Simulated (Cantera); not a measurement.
Input (Python, Cantera) and output of one run.

```python
import numpy as np
import cantera as ct

gas_names = """
    Br Br2 H HBr H2 Si SiBr SiBr2 SiBr3 SiBr4 SiH SiHBr3 SiH2 SiH2Br2 SiH3 SiH3Br SiH4 Si2 Si3
""".split()
cond_names = """
    Br2(cr) Br2(L) Si(cr) Si(L)
""".split()


# ... load() reads the species with a 1 bar reference pressure and builds the phases ...
atoms = {
    'Si': {'Si': 1},
    'Br2': {'Br': 2},
    'H2': {'H': 2},
}
top_T = {}  # K; cautious upper limits of use, not melting points


# ... equilibrate(T, P, feed) seeds the gas with the atoms and calls Mixture.equilibrate('TP', solver="vcs", rtol=1e-11, max_steps=5000) ...
results = []
T = 900  # K
P = 830  # Pa
for m in [0.25, 0.47, 0.87, 1.6, 2.9, 5.4, 10]:
    feed = {'Si': 1, 'Br2': 0.65, 'H2': m}  # mol
    mix = equilibrate(T, P, feed)
    results.append((T, P, feed, dict(zip(mix.species_names, mix.species_moles))))

top = {s: max(r[3][s] / sum(r[3][g] for g in gas_names) for r in results) for s in gas_names}
cols = sorted((s for s in top if top[s] > 0.0001), key=lambda s: -top[s])[:9]
seen = [c for c in cond_names if any(r[3].get(c, 0) > 1e-12 for r in results)]
print("log10 of partial pressures in bar; condensed amounts in mol")
print(f"{'n(H2)':>10s}" + "".join(f"{s[:9]:>10s}" for s in cols + seen))
for T, P, feed, n in results:
    ng = sum(n[g] for g in gas_names)
    print(f"{feed['H2']:10.4g}" + "".join(f"{np.log10(max(n[s] / ng * P / 1e5, 1e-99)):10.3f}" for s in cols)
          + "".join(f"{n.get(c, 0):10.4g}" for c in seen))
```

It prints:

```
log10 of partial pressures in bar; condensed amounts in mol
     n(H2)        H2     SiBr4       HBr    SiHBr3     SiBr2     SiBr3   SiH2Br2    Si(cr)
      0.25    -2.467    -2.346    -3.588    -4.019    -4.801    -4.955    -6.020    0.6771
      0.47    -2.329    -2.492    -3.555    -4.059    -4.874    -5.064    -5.954    0.6787
      0.87    -2.235    -2.676    -3.554    -4.150    -4.966    -5.202    -5.952    0.6815
       1.6    -2.174    -2.893    -3.579    -4.283    -5.074    -5.365    -6.001     0.686
       2.9    -2.138    -3.132    -3.620    -4.444    -5.194    -5.544    -6.084    0.6932
       5.4    -2.115    -3.404    -3.677    -4.637    -5.330    -5.748    -6.197    0.7053
        10    -2.102    -3.696    -3.743    -4.849    -5.476    -5.967    -6.330    0.7243
```

Equilibrium computed with Cantera from the NASA thermochemical tables; the gas is ideal and each condensed phase is pure. The tables' values for SiBr3 are old estimates; treat these amounts as uncertain.
